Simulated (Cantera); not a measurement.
Cantera run:

```python
import numpy as np
import cantera as ct

gas_names = """
    Fe FeO Fe(OH)2 H HO2 H2 H2O H2O2 O OH O2 O3
""".split()
cond_names = """
    Fe(a) Fe(c) Fe(d) Fe(L) FeO(s) FeO(L) Fe(OH)2(s) Fe(OH)3(s) Fe2O3(s) Fe3O4(s) H2O(s) H2O(L)
""".split()


# ... load() reads the species with a 1 bar reference pressure and builds the phases ...
atoms = {
    'Fe3O4': {'Fe': 3, 'O': 4},
    'H2': {'H': 2},
}
top_T = {'Fe2O3(s)': 1830, 'Fe3O4(s)': 1870}  # K; cautious upper limits of use, not melting points


# ... equilibrate(T, P, feed) seeds the gas with the atoms and calls Mixture.equilibrate('TP', solver="vcs", rtol=1e-11, max_steps=5000) ...
results = []
T = 1125  # K
P = 1000  # Pa
for m in [1.7, 3.7, 8.2, 18, 39, 85, 190]:
    feed = {'Fe3O4': 1, 'H2': m}  # mol
    mix = equilibrate(T, P, feed)
    results.append((T, P, feed, dict(zip(mix.species_names, mix.species_moles))))
    x = sorted(zip(gas.X, gas.species_names), reverse=True)
    print(f"T = {T:g} K  P = {P:g} Pa  n(H2) = {m:g} mol  gas = {mix.phase_moles(0):.4g} mol")
    print("   x: " + "  ".join(f"{s} {v:.3e}" for v, s in x if v > 0.001))
    print("   condensed (mol): " + ("  ".join(f"{mix.phase(i).name} {mix.phase_moles(i):.4g}"
          for i in range(1, mix.n_phases) if mix.phase_moles(i) > 1e-12) or "none"))
```

It prints:

```
T = 1125 K  P = 1000 Pa  n(H2) = 1.7 mol  gas = 1.7 mol
   x: H2O 5.882e-01  H2 4.118e-01
   condensed (mol): FeO(s) 3
T = 1125 K  P = 1000 Pa  n(H2) = 3.7 mol  gas = 3.7 mol
   x: H2 7.297e-01  H2O 2.703e-01
   condensed (mol): FeO(s) 3
T = 1125 K  P = 1000 Pa  n(H2) = 8.2 mol  gas = 8.2 mol
   x: H2 8.072e-01  H2O 1.928e-01
   condensed (mol): Fe(a) 0.5811  FeO(s) 2.419
T = 1125 K  P = 1000 Pa  n(H2) = 18 mol  gas = 18 mol
   x: H2 8.072e-01  H2O 1.928e-01
   condensed (mol): Fe(a) 2.471  FeO(s) 0.5293
T = 1125 K  P = 1000 Pa  n(H2) = 39 mol  gas = 39 mol
   x: H2 8.974e-01  H2O 1.026e-01
   condensed (mol): Fe(a) 3
T = 1125 K  P = 1000 Pa  n(H2) = 85 mol  gas = 85 mol
   x: H2 9.529e-01  H2O 4.706e-02
   condensed (mol): Fe(a) 3
T = 1125 K  P = 1000 Pa  n(H2) = 190 mol  gas = 190 mol
   x: H2 9.789e-01  H2O 2.105e-02
   condensed (mol): Fe(a) 3
```

Method: chemical equilibrium by Gibbs-energy minimisation in Cantera with the NASA 1993 tables (ideal gas, pure condensed phases). Mutual solubility and eutectic melting of coexisting phases are not modelled. The tables' stoichiometric FeO is somewhat more stable than real wüstite, so its field is too wide. FeO: taken at fixed stoichiometry.
